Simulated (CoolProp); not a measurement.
Vapour-liquid equilibrium of R152A (1) + methanol (2) at 244.5 K; x and y are mole fractions of (1).

The numbers come from the multi-fluid Helmholtz-energy mixture model, Outcalt 1996 and de Reuck 1993; pair parameters Bell 2016 in CoolProp.

```json
[
 {"x": "0.05", "bubble pressure, mixture model (kPa)": "23.99", "bubble pressure, Raoult's law (kPa)": "4.609", "y, mixture model": "0.978", "y, Raoult's law": "0.892"},
 {"x": "0.15", "bubble pressure, mixture model (kPa)": "44.67", "bubble pressure, Raoult's law (kPa)": "12.78", "y, mixture model": "0.989", "y, Raoult's law": "0.965"},
 {"x": "0.25", "bubble pressure, mixture model (kPa)": "51.14", "bubble pressure, Raoult's law (kPa)": "20.94", "y, mixture model": "0.990", "y, Raoult's law": "0.981"},
 {"x": "0.35", "bubble pressure, mixture model (kPa)": "53.51", "bubble pressure, Raoult's law (kPa)": "29.11", "y, mixture model": "0.991", "y, Raoult's law": "0.988"},
 {"x": "0.45", "bubble pressure, mixture model (kPa)": "55.24", "bubble pressure, Raoult's law (kPa)": "37.27", "y, mixture model": "0.991", "y, Raoult's law": "0.992"},
 {"x": "0.55", "bubble pressure, mixture model (kPa)": "57.56", "bubble pressure, Raoult's law (kPa)": "45.44", "y, mixture model": "0.992", "y, Raoult's law": "0.995"},
 {"x": "0.65", "bubble pressure, mixture model (kPa)": "60.90", "bubble pressure, Raoult's law (kPa)": "53.61", "y, mixture model": "0.993", "y, Raoult's law": "0.997"},
 {"x": "0.75", "bubble pressure, mixture model (kPa)": "65.42", "bubble pressure, Raoult's law (kPa)": "61.77", "y, mixture model": "0.994", "y, Raoult's law": "0.998"},
 {"x": "0.85", "bubble pressure, mixture model (kPa)": "71.18", "bubble pressure, Raoult's law (kPa)": "69.94", "y, mixture model": "0.996", "y, Raoult's law": "0.999"},
 {"x": "0.95", "bubble pressure, mixture model (kPa)": "78.20", "bubble pressure, Raoult's law (kPa)": "78.10", "y, mixture model": "0.999", "y, Raoult's law": "1.000"}
]
```

The largest gap from Raoult's law is +420.5 % in bubble pressure, at x = 0.05. No azeotrope shows between x = 0.05 and 0.95.

The pair parameters rest on a limited set of measurements; away from them the model extrapolates. With so large a gap from Raoult's law the liquid may split in two, which this calculation doesn't test in full.
